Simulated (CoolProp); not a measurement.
Properties of diethyl ether at several states (Tc = 467.9 K, pc = 3.717 MPa, ω = 0.282).

Values from CoolProp's reference Helmholtz-energy equation of state, Thol 2014.

```
T (K)  p (MPa)   phase  density (kg/m³)  expansivity (1/kK)
-----  -------  ------  ---------------  ------------------
286.5   0.0376     gas            1.197               3.857
387.4   0.0137     gas           0.3160               2.604
388.5   0.0465     gas            1.076               2.651
445        8.3  liquid              [?]                 [?]
324.5    0.367  liquid              [?]                 [?]
```

Task: Complete the blanks.

Result: 
- 445, density (kg/m³): 524.2
- 445, expansivity (1/kK): 3.401
- 324.5, density (kg/m³): 676.5
- 324.5, expansivity (1/kK): 1.858
